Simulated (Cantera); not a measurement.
Feed: 1 mol SiHCl3, 0.15 mol NH3, 1.9 mol N2, equilibrated at 2075 K and 7.30 Pa.

Equilibrium computed with Cantera from the NASA thermochemical tables; the gas is ideal and each condensed phase is pure. Candidate condensed phases: NH4Cl, Si, Si3N4; 28 gas species. The tables' values for SiCl, SiCl3, SiN are old estimates; treat these amounts as uncertain. Rates play no part.

Base state: N2 0.370, Cl 0.202, HCl 0.155, SiCl2 0.0959, Si 0.0786, H 0.0548, H2 0.0309, SiCl 0.0124 (mole fractions); condensed: gas only.

**Question.** What changes in the equilibrium state with this change: temperature from 2075 K to 1848 K?

**Answer.** 
```
species    before     after
-------  --------  --------
N2          0.370     0.452
SiCl2      0.0959     0.216
HCl         0.155     0.207
Cl          0.202    0.0417
Si         0.0786   0.00822
H          0.0548    0.0146
SiCl       0.0124   0.00407
H2         0.0309    0.0551
Si2       5.46e-5   5.47e-6
SiCl3    0.000128  0.000670
SiN       8.95e-5   1.82e-5
```
